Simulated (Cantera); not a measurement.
An isothermal, constant-pressure homogeneous reactor starts with CO : O2 : H2O : N2 = 0.0035 : 0.0033 : 0.0014 : 1 (molar parts), equivalence ratio 0.53, at 898 K and 47000 Pa. Integrator tolerance rtol = 1e-08.

Model: GRI-Mech 3.0 (53 species, 325 reactions), integrated in Cantera.

Q: What does this change do: pressure from 47000 Pa to 13300 Pa?

A: 
| quantity | before | after |
|---|---|---|
| x(CO) at 50.0 s | 0.00273 (gas-phase equilibrium <1e-12) | 7.31e-6 (gas-phase equilibrium <1e-12) |
| x(O2) at 50.0 s | 0.00291 (gas-phase equilibrium 0.00154) | 0.00154 (gas-phase equilibrium 0.00154) |
| x(H2O) at 50.0 s | 0.00138 (gas-phase equilibrium 0.00139) | 0.00139 (gas-phase equilibrium 0.00139) |
| x(NO2) at 50.0 s | 2.06e-11 (gas-phase equilibrium 6.03e-9) | 5.40e-10 (gas-phase equilibrium 3.21e-9) |
| x(HO2) at 50.0 s | 3.57e-7 (gas-phase equilibrium <1e-12) | 2.20e-8 (gas-phase equilibrium <1e-12) |
| x(CO2) at 50.0 s | 0.000744 (gas-phase equilibrium 0.00348) | 0.00347 (gas-phase equilibrium 0.00348) |
| x(H) at 50.0 s | 1.28e-8 (gas-phase equilibrium <1e-12) | 5.80e-9 (gas-phase equilibrium <1e-12) |
